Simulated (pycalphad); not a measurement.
Computed with pycalphad from the COST 507 light-alloy database (1999), at 1 atm. The data set is of 1999 and partly superseded. Not assessed as a whole: an extrapolation from subsystems, which can miss ternary compounds. Phase fractions are per mole of atoms.

**Question.** Give the equilibrium state of Al-0.9604Sn-0.9398Si (wt.%) at 890 K.

**Answer.** 
```
T = 890.00 K, P = 101325 Pa, N = 1 mol of atoms
G = -35407 J/mol, H = 17984 J/mol, S = 59.99 J/(mol K)  (SER reference)
chemical potentials (J/mol): Al -35321, Sn -75245, Si -35128
phase             fraction      x(Al)      x(Sn)      x(Si)
FCC_A1              0.9151     0.9939   0.000651     0.0054
LIQUID              0.0849     0.9324     0.0189     0.0487
```

**Question.** Give the equilibrium state of Al-0.9604Sn-0.9398Si (wt.%) at 530 K.

**Answer.** fcc, fraction 0.989, with 0.03 Sn, 0.03 Si wt.%; diamond (Si), fraction 0.009, with <0.01 Sn, >99.99 Si wt.%; liquid, fraction 0.002, with 99.36 Sn, <0.01 Si wt.%.

FCC_A1 is fcc.
